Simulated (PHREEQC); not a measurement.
0.28 g of hydrous ferric oxide (600 m²/g; 0.2 weak and 0.005 strong sites per Fe, Dzombak-Morel constants, diffuse double layer) in 1 kg of water with 0.01 mol/kgw of an inert sodium salt and 1.7e-06 mol/kgw Na2HAsO4 and 1e-05 mol/kgw CuSO4, at 25 °C; the pH is set by adding NaOH or the inert anion's acid. Oxygen is held at 0.21 atm. The system is closed to CO2. Nothing may precipitate in this run.

The series has 13 steps of pH, from 3 to 9.

Model: ion-association model, wateq4f.dat, run in PHREEQC.

Q: Near which pH is half of the S sorbed, and on which side is more sorbed?

A: Near pH 6.6, with more sorbed at lower pH.

Q: Near which pH is half of the Cu sorbed, and on which side is more sorbed?

A: Near pH 4.9, with more sorbed at higher pH.

Species that the database lacks are ignored. The database has no arsenate complexes of Cu. The database's constant for dissolved Cu(OH)2 is higher than later reviews accept. The oxide is taken as insoluble; below pH 4 it would dissolve.
